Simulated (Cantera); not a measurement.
A perfectly stirred reactor is fed with C3H8 : O2 : N2 = 1 : 5 : 49 (molar parts), equivalence ratio 1.0, at 750 Torr; it is adiabatic with a 373 K inlet, and is followed from long to short residence time, starting on the burning branch (τ in s: 0.47, 0.21, 0.095, 0.043, 0.019, 0.0087, 0.0039, 0.0018, 0.00079, 0.00036, 0.00016, 7.2e-05).

Cantera simulation using GRI-Mech 3.0 (53 species, 325 reactions); the numbers are that mechanism's predictions, not measurements. GRI-Mech 3.0 was tuned for natural gas; its chemistry of propane as a main component is partial and can be far from experiment.

### Question
Predict: blow-out, bracketed by the residence times tried; x(C3H8) at τ = 0.470 s; x(O2) at τ = 0.470 s; x(NO2) at τ = 0.470 s; x(HO2) at τ = 0.470 s; x(CO) at τ = 0.470 s; x(C3H8) at τ = 3.90 ms; x(O2) at τ = 3.90 ms.

### Answer
- blow-out, bracketed by the residence times tried = burning at 8.70 ms, out at 3.90 ms
- x(C3H8) at τ = 0.470 s = 1.07e-6
- x(O2) at τ = 0.470 s = 0.00128
- x(NO2) at τ = 0.470 s = 3.41e-9
- x(HO2) at τ = 0.470 s = 4.86e-7
- x(CO) at τ = 0.470 s = 0.00168
- x(C3H8) at τ = 3.90 ms = 0.0182
- x(O2) at τ = 3.90 ms = 0.0909
